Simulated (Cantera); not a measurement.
An adiabatic, constant-volume homogeneous reactor starts with H2 : O2 : N2 = 1 : 0.746 : 2.81 (molar parts), at 1275 K and 0.868 atm. Integrator tolerance rtol = 1e-08.

Computed with Cantera and the H2/O2 subset of GRI-Mech 3.0, which has no nitrogen chemistry.

Question: What does this change do: O2 0.746 to 0.23 parts?

Answer: 
```json
[
 {"quantity": "time of steepest temperature rise", "before": "35.3 µs", "after": "78.7 µs"},
 {"quantity": "temperature at 3.00 s", "before": "2783 K", "after": "2282 K"},
 {"quantity": "equilibrium temperature", "before": "2783 K", "after": "2282 K"},
 {"quantity": "x(H2) at 3.00 s", "before": "0.0137 (gas-phase equilibrium 0.0137)", "after": "0.140 (gas-phase equilibrium 0.140)"},
 {"quantity": "x(O2) at 3.00 s", "before": "0.0560 (gas-phase equilibrium 0.0560)", "after": "1.75e-6 (gas-phase equilibrium 1.75e-6)"},
 {"quantity": "x(HO2) at 3.00 s", "before": "1.71e-5 (gas-phase equilibrium 1.71e-5)", "after": "1.45e-9 (gas-phase equilibrium 1.45e-9)"},
 {"quantity": "x(O) at 3.00 s", "before": "0.00913 (gas-phase equilibrium 0.00913)", "after": "4.89e-6 (gas-phase equilibrium 4.89e-6)"},
 {"quantity": "x(H) at 3.00 s", "before": "0.00686 (gas-phase equilibrium 0.00686)", "after": "0.00273 (gas-phase equilibrium 0.00273)"}
]
```

Question: What does this change do: constant pressure in place of constant volume?

Answer: 
```json
[
 {"quantity": "time of steepest temperature rise", "before": "35.3 µs", "after": "35.9 µs"},
 {"quantity": "temperature at 3.00 s", "before": "2783 K", "after": "2601 K"},
 {"quantity": "equilibrium temperature", "before": "2783 K", "after": "2601 K"},
 {"quantity": "x(H2) at 3.00 s", "before": "0.0137 (gas-phase equilibrium 0.0137)", "after": "0.00943 (gas-phase equilibrium 0.00943)"},
 {"quantity": "x(O2) at 3.00 s", "before": "0.0560 (gas-phase equilibrium 0.0560)", "after": "0.0570 (gas-phase equilibrium 0.0570)"},
 {"quantity": "x(HO2) at 3.00 s", "before": "1.71e-5 (gas-phase equilibrium 1.71e-5)", "after": "9.94e-6 (gas-phase equilibrium 9.94e-6)"},
 {"quantity": "x(O) at 3.00 s", "before": "0.00913 (gas-phase equilibrium 0.00913)", "after": "0.00599 (gas-phase equilibrium 0.00599)"},
 {"quantity": "x(H) at 3.00 s", "before": "0.00686 (gas-phase equilibrium 0.00686)", "after": "0.00402 (gas-phase equilibrium 0.00402)"}
]
```
